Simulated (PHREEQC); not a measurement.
Hard or scaling water: speciation

Consider water at 25 °C with 5.7 mmol/kgw CaCl2, 0.031 mmol/kgw Na2CO3 and 0.2 mmol/kgw H4SiO4. Closed to the air; pH follows from the charge balance.

Computed with PHREEQC (ion-association model, phreeqc.dat).

```yaml
pH: 8.79
ionic_strength: 0.0171 mol/kgw
specific_conductance: 1370 µS/cm
total_alkalinity: 0.0620 meq/kg
```

| species | molality | activity | log γ |
|---|---|---|---|
| Cl- | 0.0114 | 0.00999 | -0.057 |
| Ca+2 | 0.00570 | 0.00346 | -0.217 |
| H4SiO4 | 0.000181 | 0.000182 | 0.002 |
| Na+ | 6.20e-5 | 5.46e-5 | -0.055 |
| HCO3- | 2.51e-5 | 2.21e-5 | -0.054 |
| H3SiO4- | 1.88e-5 | 1.65e-5 | -0.057 |
| OH- | 7.12e-6 | 6.23e-6 | -0.058 |
| CaCO3 | 3.69e-6 | 3.71e-6 | 0.002 |
| CaHCO3+ | 1.10e-6 | 9.76e-7 | -0.053 |
| CO3-2 | 1.05e-6 | 6.39e-7 | -0.217 |
| CaOH+ | 4.02e-7 | 3.53e-7 | -0.056 |
| CO2 | 8.06e-8 | 8.09e-8 | 0.002 |
| H+ | 1.82e-9 | 1.63e-9 | -0.048 |
| H2SiO4-2 | 1.14e-9 | 6.91e-10 | -0.217 |

This is a speciation only: nothing precipitates in the calculation. The solution is supersaturated, for example in Quartz (slow to form), so a real one may precipitate; this is no full list.
